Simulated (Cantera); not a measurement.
What does this Cantera script print?

```python
import numpy as np
import cantera as ct

gas_names = """
    F F2 H HF H2 H2F2 H3F3 H4F4 H5F5 H6F6 H7F7 Pb PbF PbF2 PbF4 Pb2
""".split()
cond_names = """
    Pb(cr) Pb(L) PbF2(a) PbF2(b) PbF2(L)
""".split()


# ... load() reads the species with a 1 bar reference pressure and builds the phases ...
atoms = {
    'PbF2': {'Pb': 1, 'F': 2},
    'H2': {'H': 2},
}
top_T = {}  # K; cautious upper limits of use, not melting points


# ... equilibrate(T, P, feed) seeds the gas with the atoms and calls Mixture.equilibrate('TP', solver="vcs", rtol=1e-11, max_steps=5000) ...
results = []
T = 1123.15  # K
P = 133.322  # Pa
for m in [0.33, 0.48, 0.7, 1, 1.5, 2.1, 3.1, 4.5, 6.6, 9.5, 14, 20, 29]:
    feed = {'PbF2': 1, 'H2': m}  # mol
    mix = equilibrate(T, P, feed)
    results.append((T, P, feed, dict(zip(mix.species_names, mix.species_moles))))
    x = sorted(zip(gas.X, gas.species_names), reverse=True)
    print(f"T = {T:g} K  P = {P:g} Pa  n(H2) = {m:g} mol  gas = {mix.phase_moles(0):.4g} mol")
    print("   x: " + "  ".join(f"{s} {v:.3e}" for v, s in x if v > 0.001))
    print("   condensed (mol): " + ("  ".join(f"{mix.phase(i).name} {mix.phase_moles(i):.4g}"
          for i in range(1, mix.n_phases) if mix.phase_moles(i) > 1e-12) or "none"))
```

It prints:

```
T = 1123.15 K  P = 133.322 Pa  n(H2) = 0.33 mol  gas = 1.354 mol
   x: HF 4.875e-01  PbF2 2.320e-01  Pb 1.374e-01  PbF4 1.276e-01  PbF 1.539e-02
   condensed (mol): Pb(L) 0.3063
T = 1123.15 K  P = 133.322 Pa  n(H2) = 0.48 mol  gas = 1.594 mol
   x: HF 6.021e-01  PbF2 1.747e-01  Pb 1.374e-01  PbF4 7.239e-02  PbF 1.335e-02
   condensed (mol): Pb(L) 0.3656
T = 1123.15 K  P = 133.322 Pa  n(H2) = 0.7 mol  gas = 1.927 mol
   x: HF 7.262e-01  Pb 1.374e-01  PbF2 1.016e-01  PbF4 2.449e-02  PbF 1.019e-02
   condensed (mol): Pb(L) 0.4724
T = 1123.15 K  P = 133.322 Pa  n(H2) = 1 mol  gas = 2.321 mol
   x: HF 8.542e-01  Pb 1.374e-01  H2 3.745e-03  PbF2 2.854e-03  PbF 1.707e-03
   condensed (mol): Pb(L) 0.6704
T = 1123.15 K  P = 133.322 Pa  n(H2) = 1.5 mol  gas = 2.899 mol
   x: HF 6.897e-01  H2 1.726e-01  Pb 1.374e-01
   condensed (mol): Pb(L) 0.6009
T = 1123.15 K  P = 133.322 Pa  n(H2) = 2.1 mol  gas = 3.594 mol
   x: HF 5.563e-01  H2 3.061e-01  Pb 1.374e-01
   condensed (mol): Pb(L) 0.5056
T = 1123.15 K  P = 133.322 Pa  n(H2) = 3.1 mol  gas = 4.753 mol
   x: H2 4.418e-01  HF 4.207e-01  Pb 1.374e-01
   condensed (mol): Pb(L) 0.3464
T = 1123.15 K  P = 133.322 Pa  n(H2) = 4.5 mol  gas = 6.376 mol
   x: H2 5.489e-01  HF 3.136e-01  Pb 1.374e-01
   condensed (mol): Pb(L) 0.1234
T = 1123.15 K  P = 133.322 Pa  n(H2) = 6.6 mol  gas = 8.6 mol
   x: H2 6.512e-01  HF 2.325e-01  Pb 1.162e-01
   condensed (mol): none
T = 1123.15 K  P = 133.322 Pa  n(H2) = 9.5 mol  gas = 11.5 mol
   x: H2 7.391e-01  HF 1.739e-01  Pb 8.694e-02
   condensed (mol): none
T = 1123.15 K  P = 133.322 Pa  n(H2) = 14 mol  gas = 16 mol
   x: H2 8.125e-01  HF 1.250e-01  Pb 6.249e-02
   condensed (mol): none
T = 1123.15 K  P = 133.322 Pa  n(H2) = 20 mol  gas = 22 mol
   x: H2 8.636e-01  HF 9.091e-02  Pb 4.545e-02
   condensed (mol): none
T = 1123.15 K  P = 133.322 Pa  n(H2) = 29 mol  gas = 31 mol
   x: H2 9.032e-01  HF 6.451e-02  Pb 3.226e-02
   condensed (mol): none
```

Equilibrium computed with Cantera from the NASA thermochemical tables; the gas is ideal and each condensed phase is pure.
